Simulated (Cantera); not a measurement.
A freely propagating, adiabatic, planar premixed flame of 58.3 % H2, 10.4 % O2, 31.3 % N2, unburnt at 600 K and 100.0 Torr; multicomponent+Soret transport, grid criteria slope 0.08 and curve 0.16, no radiation.

Cantera simulation using the H2/O2 subset of GRI-Mech 3.0, which has no nitrogen chemistry; the numbers are that mechanism's predictions, not measurements. Burning velocities carry a grid error of a few per cent, more on coarse grids.

x: mole fraction of selected species; z is measured from the peak of heat release.

```tsv
z (mm)	T (K)	u (m/s)	x H2	x O2	x HO2	x OH	x H2O2	x H2O
-19.0	600	6.74	0.583	0.104	<1e-8	<1e-8	<1e-8	<1e-8
-12.6	600	6.74	0.583	0.104	<1e-8	<1e-8	<1e-8	<1e-8
-9.48	600	6.74	0.583	0.104	<1e-8	<1e-8	<1e-8	<1e-8
-6.32	600	6.74	0.583	0.104	1.38e-6	<1e-8	<1e-8	1.85e-7
-3.16	616	6.88	0.579	0.105	3.85e-5	2.43e-5	…	0.00103
-1.58	746	8.17	0.551	0.101	2.51e-5	0.000166	…	0.0134
0	1091	11.7	0.417	0.0525	9.39e-6	0.00126	…	0.114
1.58	1305	14.0	0.329	0.00370	6.46e-7	0.00139	…	0.209
3.16	1385	14.8	0.329	0.000318	5.15e-8	0.00152	3.59e-8	0.217
6.32	1479	15.7	0.339	0.000160	2.41e-8	0.00187	3.83e-8	0.218
12.6	1590	16.8	0.351	0.000142	2.00e-8	0.00223	…	0.220
25.3	1709	17.9	0.363	0.000112	1.55e-8	0.00245	…	0.222
50.6	1825	18.9	0.376	7.66e-5	1.12e-8	0.00243	…	0.224
```

**Question.** Fill in the missing entries.

**Answer.** 
- -3.16, x H2O2: 3.85e-7
- -1.58, x H2O2: 2.13e-7
- 0, x H2O2: 1.16e-7
- 1.58, x H2O2: 4.14e-8
- 12.6, x H2O2: 3.46e-8
- 25.3, x H2O2: 2.49e-8
- 50.6, x H2O2: 1.47e-8
